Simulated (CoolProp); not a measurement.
Vapour-liquid equilibrium of n-perfluorobutane (1) + R365MFC (2) at 318.2 K; x and y are mole fractions of (1).

The numbers come from the multi-fluid Helmholtz-energy mixture model, Gao 2022 and Lemmon 2016; pair parameters Bell 2016 in CoolProp.

Question: Give the bubble pressure and the first vapour's composition at x = 0.05, 0.125, 0.575. Is there an azeotrope?

Answer: x = 0.05: 193.9 kPa, y = 0.391; x = 0.125: 270.8 kPa, y = 0.578; x = 0.575: 422.7 kPa, y = 0.788. No azeotrope shows between x = 0.05 and 0.95.

The pair parameters rest on a limited set of measurements; away from them the model extrapolates. With so large a gap from Raoult's law the liquid may split in two, which this calculation doesn't test in full.
